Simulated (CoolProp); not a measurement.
The numbers come from the reference Helmholtz-energy equation of state, Thol 2012 in CoolProp.

Problem. Give the vapour pressure (MPa), enthalpy of vaporisation (kJ/kg), liquid cp (kJ/(kg K)) of saturated benzene at 117.15 °C.

Solution. 
```csv
T (°C),p (MPa),enthalpy of vaporisation (kJ/kg),liquid cp (kJ/(kg K))
117.15,0.280,365,2.04
```
